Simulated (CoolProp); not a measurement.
Carbonyl sulfide along the isotherm 291.5 K: Z from the reference equation and from simpler models built on Tc = 378.8 K, pc = 6369 kPa, ω = 0.098; each cubic takes its own stable root.

Computed with CoolProp (reference Helmholtz-energy equation of state, Lemmon 2006). It is a short technical equation, of lower accuracy than the large ones.

| p (kPa) | phase | reference |
|---|---|---|
| 735 | gas | 0.9059 |
| 1470 | liquid | 0.03605 |
| 2200 | liquid | 0.05381 |
| 2940 | liquid | 0.07171 |
| 3670 | liquid | 0.08929 |
| 4410 | liquid | 0.1070 |
| 5140 | liquid | 0.1244 |
| 5880 | liquid | 0.1420 |
| 6610 | liquid | 0.1593 |
| 7350 | liquid | 0.1767 |
| 8080 | liquid | 0.1939 |
| 8820 | liquid | 0.2112 |
| 9550 | liquid | 0.2281 |

Problem. How far does each simpler model (van der Waals, Redlich-Kwong, Peng-Robinson) lie from the reference over these 13 states: mean and median of the absolute difference, and the worst?

Solution. 
- van der Waals: mean 219.2 %, median 52.5 %, worst +2267.0 % at 291.5 K and 1470 kPa
- Redlich-Kwong: mean 7.5 %, median 8.0 %, worst +9.1 % at 291.5 K and 1470 kPa
- Peng-Robinson: mean 5.1 %, median 5.5 %, worst -5.9 % at 291.5 K and 9550 kPa

At some of these states van der Waals gives the other phase, because its saturation line lies elsewhere.
